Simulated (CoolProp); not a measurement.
Tetrahydrofuran along the isobar 0.995 MPa: fugacity coefficient from the reference equation and from simpler models built on Tc = 540.2 K, pc = 5.304 MPa, ω = 0.234; each cubic takes its own stable root.

Values from CoolProp's reference Helmholtz-energy equation of state, Fiedler 2023.

```tsv
T (K)	phase	reference
353.5	liquid	0.1569
362.5	liquid	0.2010
371.6	liquid	0.2542
380.7	liquid	0.3168
389.7	liquid	0.3888
398.8	liquid	0.4722
407.9	liquid	0.5670
416.9	liquid	0.6721
426	liquid	0.7902
435.1	gas	0.8739
444.2	gas	0.8819
```

Problem. How far does each simpler model (van der Waals, Peng-Robinson) lie from the reference over these 11 states: mean and median of the absolute difference, and the worst?

Solution. 
- van der Waals: mean 122.3 %, median 87.7 %, worst +330.1 % at 353.5 K and 0.995 MPa
- Peng-Robinson: mean 0.5 %, median 0.5 %, worst -0.7 % at 444.2 K and 0.995 MPa

At some of these states van der Waals gives the other phase, because its saturation line lies elsewhere.
